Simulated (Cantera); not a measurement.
Gas mixture: CH₄ : CH₃OH : C₂H₄ : N₂ = 0.69 : 0.6 : 0.55 : 0.34 (molar parts), at 0.0133 bar, frozen composition.

Cantera's kinetic-theory transport with the Lennard-Jones parameters of GRI-Mech 3.0, ideal gas; thermal conductivity in the multicomponent form. Polar gases are described roughly by these parameters. The composition is frozen, though it would react at the higher temperatures.

One state of this run: ρ (kg/m³) = 0.00677; cp (J/kg/K) = 2281; μ (µPa s) = 20.9; λ (mW/m/K) = 66.1; Pr = 0.723; D (cm²/s) N₂ = 46.9; D (cm²/s) NH₃ = 52.1; D (cm²/s) CH₄ = 47.9. D: mixture-averaged diffusion coefficient of that species in the mixture.

Q: Which value of T (K) does it belong to?
(A) 600
(B) 800
(C) 1400
(D) 1800

A: A, 600
